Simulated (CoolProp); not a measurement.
The fluid at 506.29 K and 1.48 MPa is throttled through a valve to 0.77 MPa with no heat exchange. The same conditions are run with several fluids, on thermodynamics alone (safety and materials aside).

Values from CoolProp's reference Helmholtz-energy equation of state of each fluid (tetrahydrofuran: Fiedler 2023; dry air: Lemmon 2000; cyclopentane: Gedanitz 2015; hydrogen chloride: Thol 2018; cis-2-butene: Lemmon 2005). Blends and air are pseudo-pure fits.

Rank tetrahydrofuran, dry air, cyclopentane, hydrogen chloride, cis-2-butene by temperature change (K), highest first.

dry air (-0.3), hydrogen chloride (-3.9), cis-2-butene (-4.3), cyclopentane (-5.9), tetrahydrofuran (-6.7)

```json
[
 {"fluid": "tetrahydrofuran", "final density (kg/m³)": "14.3"},
 {"fluid": "dry air", "final density (kg/m³)": "5.29"},
 {"fluid": "cyclopentane", "final density (kg/m³)": "13.9"},
 {"fluid": "hydrogen chloride", "final density (kg/m³)": "6.78"},
 {"fluid": "cis-2-butene", "final density (kg/m³)": "10.8"}
]
```
